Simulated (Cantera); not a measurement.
Charge: 1 mol borazine, 5.9 mol O2, at 0.133 bar.

Method: chemical equilibrium by Gibbs-energy minimisation in Cantera with the NASA 1993 tables (ideal gas, pure condensed phases). Candidate condensed phases: B, BN, B2O3, B3O3H3, H2O; 39 gas species. The feed counts by its element totals alone. Gases not in the tables: H3BO3. Kinetics and transport are ignored.

x: gas mole fraction; n: condensed amount in mol.

```tsv
T (K)	x H2O	x HBO2	x O2	x N2	x B2O3	x BO2	x OH	n B2O3(l)
1698	0.321	0.175	0.292	0.204	0.00569	0.000767	0.00115	0.813
1748	0.280	0.227	0.280	0.196	0.0122	0.00146	0.00148	0.537
1798	0.233	0.282	0.267	0.186	0.0250	0.00268	0.00183	0.161
1848	0.217	0.298	0.260	0.182	0.0329	0.00391	0.00236	0
1898	0.219	0.293	0.260	0.182	0.0346	0.00506	0.00312	0
1948	0.221	0.288	0.258	0.182	0.0361	0.00645	0.00408	0
1998	0.222	0.283	0.257	0.181	0.0376	0.00810	0.00526	0
2048	0.223	0.278	0.256	0.181	0.0390	0.0101	0.00669	0
2098	0.224	0.273	0.254	0.180	0.0402	[?]	[?]	0
2148	0.225	0.267	0.252	0.180	0.0413	0.0149	0.0104	0
2198	0.225	0.262	0.249	0.179	0.0423	0.0179	0.0128	0
2248	0.225	0.256	0.246	0.178	0.0430	[?]	[?]	0
2298	0.225	0.249	0.243	0.177	0.0437	0.0250	0.0187	0
```

Q: Fill in the missing entries.

A: 
- 2098, x BO2: 0.0123
- 2098, x OH: 0.00840
- 2248, x BO2: 0.0213
- 2248, x OH: 0.0156
